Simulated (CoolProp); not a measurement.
Vapour-liquid equilibrium of R22 (1) + R134a (2) at 0.509 MPa; x and y are mole fractions of (1).

The numbers come from the multi-fluid Helmholtz-energy mixture model, Kamei 1995 and Tillner-Roth 1994; pair parameters Bell 2016 in CoolProp.

```json
[
 {"x": "0.05", "bubble temperature, mixture model (K)": "288.2", "bubble temperature, Raoult's law (K)": "288.5", "y, mixture model": "0.081", "y, Raoult's law": "0.078"},
 {"x": "0.15", "bubble temperature, mixture model (K)": "286.0", "bubble temperature, Raoult's law (K)": "286.7", "y, mixture model": "0.225", "y, Raoult's law": "0.223"},
 {"x": "0.25", "bubble temperature, mixture model (K)": "284.0", "bubble temperature, Raoult's law (K)": "284.9", "y, mixture model": "0.351", "y, Raoult's law": "0.352"},
 {"x": "0.35", "bubble temperature, mixture model (K)": "282.3", "bubble temperature, Raoult's law (K)": "283.2", "y, mixture model": "0.462", "y, Raoult's law": "0.469"},
 {"x": "0.45", "bubble temperature, mixture model (K)": "280.7", "bubble temperature, Raoult's law (K)": "281.6", "y, mixture model": "0.562", "y, Raoult's law": "0.575"},
 {"x": "0.55", "bubble temperature, mixture model (K)": "279.2", "bubble temperature, Raoult's law (K)": "280.1", "y, mixture model": "0.653", "y, Raoult's law": "0.670"},
 {"x": "0.65", "bubble temperature, mixture model (K)": "277.9", "bubble temperature, Raoult's law (K)": "278.6", "y, mixture model": "0.737", "y, Raoult's law": "0.756"},
 {"x": "0.75", "bubble temperature, mixture model (K)": "276.6", "bubble temperature, Raoult's law (K)": "277.2", "y, mixture model": "0.816", "y, Raoult's law": "0.834"},
 {"x": "0.85", "bubble temperature, mixture model (K)": "275.4", "bubble temperature, Raoult's law (K)": "275.8", "y, mixture model": "0.892", "y, Raoult's law": "0.905"},
 {"x": "0.95", "bubble temperature, mixture model (K)": "274.3", "bubble temperature, Raoult's law (K)": "274.5", "y, mixture model": "0.964", "y, Raoult's law": "0.970"}
]
```

The largest gap from Raoult's law is -0.9 K in bubble temperature, at x = 0.35. No azeotrope shows between x = 0.05 and 0.95.

Pair parameters are fitted to limited data, so mixtures are less certain than the pure fluids.
